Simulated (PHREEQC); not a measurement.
Brine

A solution holds 120 mmol/kgw Na2SO4, at 25 °C. Closed to the air; pH follows from the charge balance.

All values are PHREEQC results (Pitzer model, pitzer.dat), not measurements.

| Quantity | Result |
|---|---|
| ionic strength | 0.360 mol/kgw |
| specific conductance | 19500 µS/cm |
| density | 1.012 g/cm³ |
| osmotic coefficient | 0.777 |

```tsv
species	molality	activity	log γ
Na+	0.240	0.154	-0.194
SO4-2	0.120	0.0226	-0.725
OH-	2.72e-7	1.81e-7	-0.176
HSO4-	1.77e-7	1.20e-7	-0.170
H+	9.50e-8	5.56e-8	-0.232
```

No solid was allowed to form.
